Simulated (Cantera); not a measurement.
Feed: 1 mol CaCl₂, 1 mol H₂O, 140 mol N₂, held at 1323 K and 0.000825 Torr.

Method: chemical equilibrium by Gibbs-energy minimisation in Cantera with the NASA 1993 tables (ideal gas, pure condensed phases). Candidate condensed phases: Ca, CaCl₂, CaO, Ca(OH)₂, H₂O, NH₄Cl; 36 gas species. Condensed phases not in the tables: oxide chlorides. Kinetics and transport are ignored.

Base state: N₂ 0.986, HCl 0.00862, CaCl₂ 0.00242, H₂O 0.00241, Cl 0.000626, H₂ 0.000305, H 2.64e-5 (mole fractions); condensed: CaO(s).

Question: What changes in the equilibrium state with this change: temperature from 1323 K to 1123.15 K?

Answer: 
```json
[
 {"species": "N₂", "before": "0.986", "after": "0.986"},
 {"species": "HCl", "before": "0.00862", "after": "0.0111"},
 {"species": "CaCl₂", "before": "0.00242", "after": "0.00144"},
 {"species": "H₂O", "before": "0.00241", "after": "0.00144"},
 {"species": "H", "before": "2.64e-5", "after": "2.39e-7"},
 {"species": "Cl", "before": "0.000626", "after": "6.87e-5"},
 {"species": "H₂", "before": "0.000305", "after": "3.43e-5"},
 {"species": "CaO(s), mol", "before": "0.657", "after": "0.795"}
]
```
